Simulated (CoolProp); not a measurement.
Vapour-liquid equilibrium of R22 (1) + R114 (2) at 901 kPa; x and y are mole fractions of (1).

Values from CoolProp's multi-fluid Helmholtz-energy mixture model, Kamei 1995 and Platzer 1990; pair parameters Bell 2016. This equation is an older, rougher fit; its heat capacities, sound speeds and derivatives of the liquid may be far off and weren't checked against measurements.

```json
[
 {"x": "0.05", "bubble temperature, mixture model (K)": "___", "bubble temperature, Raoult's law (K)": "345.6", "y, mixture model": "0.175", "y, Raoult's law": "0.175"},
 {"x": "0.2", "bubble temperature, mixture model (K)": "___", "bubble temperature, Raoult's law (K)": "330.9", "y, mixture model": "0.498", "y, Raoult's law": "0.513"},
 {"x": "0.35", "bubble temperature, mixture model (K)": "316.5", "bubble temperature, Raoult's law (K)": "320.1", "y, mixture model": "___", "y, Raoult's law": "0.703"},
 {"x": "0.5", "bubble temperature, mixture model (K)": "309.2", "bubble temperature, Raoult's law (K)": "311.6", "y, mixture model": "___", "y, Raoult's law": "0.820"},
 {"x": "0.65", "bubble temperature, mixture model (K)": "303.5", "bubble temperature, Raoult's law (K)": "304.8", "y, mixture model": "0.851", "y, Raoult's law": "0.897"},
 {"x": "0.8", "bubble temperature, mixture model (K)": "___", "bubble temperature, Raoult's law (K)": "299.1", "y, mixture model": "0.919", "y, Raoult's law": "0.951"},
 {"x": "0.95", "bubble temperature, mixture model (K)": "294.2", "bubble temperature, Raoult's law (K)": "294.3", "y, mixture model": "0.981", "y, Raoult's law": "0.990"}
]
```

Problem. Complete the blanks.

Solution. 
- 0.05, bubble temperature, mixture model (K): 343.8
- 0.2, bubble temperature, mixture model (K): 326.9
- 0.35, y, mixture model: 0.664
- 0.5, y, mixture model: 0.770
- 0.8, bubble temperature, mixture model (K): 298.6

The largest gap from Raoult's law is -4.0 K in bubble temperature, at x = 0.2. No azeotrope shows between x = 0.05 and 0.95.

Pair parameters are fitted to limited data, so mixtures are less certain than the pure fluids.
